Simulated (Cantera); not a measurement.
Feed: 1 mol SiC, 0.015 mol H2O, a varied amount of N2, held at 2173.15 K and 75.0 Torr.

Cantera equilibrium calculation (NASA polynomials, part measured and part estimated; ideal gas, pure solids and liquids). Candidate condensed phases: C, C6H6, C7H8, C8H18, H2O, Si, SiC, SiO2, Si2N2O, Si3N4; 151 gas species. The tables' values for SiN are old estimates; treat these amounts as uncertain. Kinetics and transport are ignored.

x: gas mole fraction; n: condensed amount in mol.

```json
[
 {"n(N2) (mol)": "16", "x N2": "0.997", "x Si": "0.000849", "x CO": "0.000832", "x H2": "0.000621", "n SiC(s)": "0.982", "n C(graphite)": "0"},
 {"n(N2) (mol)": "61", "x N2": "0.999", "x Si": "0.000401", "x CO": "0.000239", "x H2": "8.22e-5", "n SiC(s)": "0.969", "n C(graphite)": "0"},
 {"n(N2) (mol)": "110", "x N2": "0.999", "x Si": "0.000291", "x CO": "0.000134", "x H2": "2.55e-5", "n SiC(s)": "0.959", "n C(graphite)": "0"},
 {"n(N2) (mol)": "150", "x N2": "0.999", "x Si": "0.000280", "x CO": "…", "x H2": "…", "n SiC(s)": "0.947", "n C(graphite)": "…"},
 {"n(N2) (mol)": "200", "x N2": "0.999", "x Si": "0.000280", "x CO": "7.40e-5", "x H2": "8.68e-6", "n SiC(s)": "0.929", "n C(graphite)": "0.0200"},
 {"n(N2) (mol)": "240", "x N2": "0.999", "x Si": "0.000280", "x CO": "…", "x H2": "…", "n SiC(s)": "0.915", "n C(graphite)": "…"},
 {"n(N2) (mol)": "290", "x N2": "0.999", "x Si": "0.000280", "x CO": "5.10e-5", "x H2": "4.42e-6", "n SiC(s)": "0.897", "n C(graphite)": "0.0428"}
]
```

Question: Complete the blanks.

Answer: 
- 150, x CO: 9.86e-5
- 150, x H2: 1.44e-5
- 150, n C(graphite): 0.00752
- 240, x CO: 6.16e-5
- 240, x H2: 6.24e-6
- 240, n C(graphite): 0.0301
